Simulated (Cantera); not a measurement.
What does this Cantera script print?

```python
import numpy as np
import cantera as ct

gas = ct.Solution("gri30.yaml")


def delay(T, t_max=10):
    gas.TPX = T, 210000, {'CH3OH': 1, 'O2': 3, 'N2': 11.3, 'H2O': 2.6}
    reactor = ct.IdealGasReactor(gas, clone=False)
    net = ct.ReactorNet([reactor])
    net.rtol, net.atol = 1e-8, 1e-16
    while net.time < t_max:
        t_old, T_old = net.time, reactor.T
        net.step()
        if reactor.T > T + 400:  # ignition: a rise of 400 K
            return t_old + (T + 400 - T_old) / (reactor.T - T_old) * (net.time - t_old)
    return np.nan


taus = []
for T in [1050, 1100, 1150, 1200, 1250, 1300, 1350, 1400]:
    taus.append(delay(T))
    print(f"T0 = {T:6g} K   tau = {taus[-1]:.4e} s")
```

It prints:

```
T0 =   1050 K   tau = 7.9293e-02 s
T0 =   1100 K   tau = 2.7454e-02 s
T0 =   1150 K   tau = 1.0425e-02 s
T0 =   1200 K   tau = 4.3092e-03 s
T0 =   1250 K   tau = 1.9258e-03 s
T0 =   1300 K   tau = 9.2501e-04 s
T0 =   1350 K   tau = 4.7473e-04 s
T0 =   1400 K   tau = 2.5878e-04 s
```

Cantera simulation using GRI-Mech 3.0 (53 species, 325 reactions); the numbers are that mechanism's predictions, not measurements. GRI-Mech 3.0 was tuned for natural gas; its chemistry of methanol as a main component is partial and can be far from experiment.
